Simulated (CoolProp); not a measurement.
A Linde-Hampson liquefier for nitrogen: isothermal reversible compression at 250 K from 1 atm to 5 MPa, throttling to 1 atm, return gas leaving the recuperator 0 K below the feed. Each further row changes one setting.

Model: reference Helmholtz-energy equation of state, Span 2000, in CoolProp.

| case | liquid yield per pass | compression work (kJ/kg of gas) |
|---|---|---|
| as stated | 0.040 | 287 |
| high pressure 10 MPa | 0.077 | 336 |
| warm-end temperature 280 K | 0.029 | 323 |
| warm-end gap 5 K | 0.027 | 287 |
